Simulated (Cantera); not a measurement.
Source: NASA polynomial tables (part measured, part estimated), evaluated in Cantera. Values are per mole of reaction as written; species without (g) are pure solids or liquids, kept so even where they would boil at 1 bar.

Problem. Between 300 and 1323 K, where is each reaction favourable under standard conditions?
- 2 H(g) + SrO → H2O(g) + Sr

Solution. 
- 2 H(g) + SrO → H2O(g) + Sr: ΔG° is -73 kJ at 300 K and -8 kJ at 1323 K; it stays negative (K > 1). ΔH° is -102 kJ and ΔS° -71 J/K at 1323 K.
